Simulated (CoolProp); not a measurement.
A closed Brayton cycle with carbon dioxide: compressor inlet 318.15 K and 9.9 MPa, high pressure 24.9 MPa, turbine inlet 745 K, compressor efficiency 0.85, turbine efficiency 0.9, recuperator effectiveness 0.8 (on enthalpy, no pinch check). Each further row changes one setting.

Computed with CoolProp (reference Helmholtz-energy equation of state, Span 1996).

```
case                           thermal efficiency (%)  net work (kJ/kg)  compressor to turbine work  compressor exit (K)  turbine exit (K)
-----------------------------  ----------------------  ----------------  --------------------------  -------------------  ----------------
as stated                                         ___              77.6                        0.28                363.2             640.0
turbine inlet 695 K                              26.2              68.8                        0.31                363.2               ___
compressor inlet 328.15 K                        26.4              66.1                         ___                395.7             640.0
high pressure 21.2 MPa                           25.3              66.9                        0.26                355.0             658.0
recuperator effectiveness 0.5                     ___              77.6                        0.28                363.2             640.0
```

Q: Fill in the missing entries.

A: 
- as stated, thermal efficiency (%): 27.5
- turbine inlet 695 K, turbine exit (K): 593.9
- compressor inlet 328.15 K, compressor to turbine work: 0.39
- recuperator effectiveness 0.5, thermal efficiency (%): 20.2
